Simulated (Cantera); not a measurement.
## Thermodynamics of carbon deposition, reforming and gasification, feed C₆H₆ + H₂

Feed: 1 mol C₆H₆, 27 mol H₂, held at 10500 Torr.

Equilibrium computed with Cantera from the NASA thermochemical tables; the gas is ideal and each condensed phase is pure. Candidate condensed phases: C, C₆H₆, C₇H₈, C₈H₁₈; 76 gas species. Rates play no part.

From 848 K to 998 K nothing is condensed. From 1148 K to 2498 K the condensed part is C(graphite). The main C-bearing gas is CH₄ at 848 K and C₂H₂ (acetylene) at 2498 K.

```json
[
 {"T (K)": "848", "x H₂": "0.750", "x CH₄": "0.250", "x C₂H₂ (acetylene)": "<1e-12", "x H": "4.40e-12", "x CH₃": "2.24e-11", "x C₂H₄": "4.92e-9", "x C₄H₂": "<1e-12", "x C₂H₆": "3.07e-6", "n C(graphite)": "0"},
 {"T (K)": "998", "x H₂": "0.750", "x CH₄": "0.250", "x C₂H₂ (acetylene)": "8.58e-11", "x H": "4.98e-10", "x CH₃": "2.86e-9", "x C₂H₄": "4.88e-7", "x C₄H₂": "<1e-12", "x C₂H₆": "1.44e-5", "n C(graphite)": "0"},
 {"T (K)": "1148", "x H₂": "0.791", "x CH₄": "0.209", "x C₂H₂ (acetylene)": "2.94e-8", "x H": "1.70e-8", "x CH₃": "8.39e-8", "x C₂H₄": "9.28e-6", "x C₄H₂": "<1e-12", "x C₂H₆": "3.03e-5", "n C(graphite)": "0.821"},
 {"T (K)": "1298", "x H₂": "0.908", "x CH₄": "0.0920", "x C₂H₂ (acetylene)": "5.07e-7", "x H": "2.73e-7", "x CH₃": "5.43e-7", "x C₂H₄": "1.90e-5", "x C₄H₂": "<1e-12", "x C₂H₆": "1.26e-5", "n C(graphite)": "3.47"},
 {"T (K)": "1448", "x H₂": "0.957", "x CH₄": "0.0428", "x C₂H₂ (acetylene)": "4.55e-6", "x H": "2.41e-6", "x CH₃": "2.17e-6", "x C₂H₄": "2.98e-5", "x C₄H₂": "8.22e-12", "x C₂H₆": "5.25e-6", "n C(graphite)": "4.77"},
 {"T (K)": "1598", "x H₂": "0.978", "x CH₄": "0.0220", "x C₂H₂ (acetylene)": "2.63e-5", "x H": "1.41e-5", "x CH₃": "6.45e-6", "x C₂H₄": "4.09e-5", "x C₄H₂": "2.74e-10", "x C₂H₆": "2.42e-6", "n C(graphite)": "5.35"},
 {"T (K)": "1748", "x H₂": "0.987", "x CH₄": "0.0125", "x C₂H₂ (acetylene)": "0.000111", "x H": "6.07e-5", "x CH₃": "1.57e-5", "x C₂H₄": "5.22e-5", "x C₄H₂": "4.95e-9", "x C₂H₆": "1.25e-6", "n C(graphite)": "5.62"},
 {"T (K)": "1898", "x H₂": "0.992", "x CH₄": "0.00778", "x C₂H₂ (acetylene)": "0.000373", "x H": "0.000208", "x CH₃": "3.27e-5", "x C₂H₄": "6.37e-5", "x C₄H₂": "5.59e-8", "x C₂H₆": "7.09e-7", "n C(graphite)": "5.74"},
 {"T (K)": "2048", "x H₂": "0.993", "x CH₄": "0.00517", "x C₂H₂ (acetylene)": "0.00104", "x H": "0.000596", "x CH₃": "6.11e-5", "x C₂H₄": "7.50e-5", "x C₄H₂": "4.40e-7", "x C₂H₆": "4.36e-7", "n C(graphite)": "5.78"},
 {"T (K)": "2198", "x H₂": "0.992", "x CH₄": "0.00364", "x C₂H₂ (acetylene)": "0.00251", "x H": "0.00148", "x CH₃": "0.000104", "x C₂H₄": "8.61e-5", "x C₄H₂": "2.60e-6", "x C₂H₆": "2.85e-7", "n C(graphite)": "5.73"},
 {"T (K)": "2348", "x H₂": "0.988", "x CH₄": "0.00267", "x C₂H₂ (acetylene)": "0.00540", "x H": "0.00328", "x CH₃": "0.000165", "x C₂H₄": "9.65e-5", "x C₄H₂": "1.21e-5", "x C₂H₆": "1.96e-7", "n C(graphite)": "5.58"},
 {"T (K)": "2498", "x H₂": "0.980", "x CH₄": "0.00203", "x C₂H₂ (acetylene)": "0.0105", "x H": "0.00660", "x CH₃": "0.000245", "x C₂H₄": "0.000106", "x C₄H₂": "4.66e-5", "x C₂H₆": "1.39e-7", "n C(graphite)": "5.29"}
]
```
x: gas mole fraction; n: condensed amount in mol.
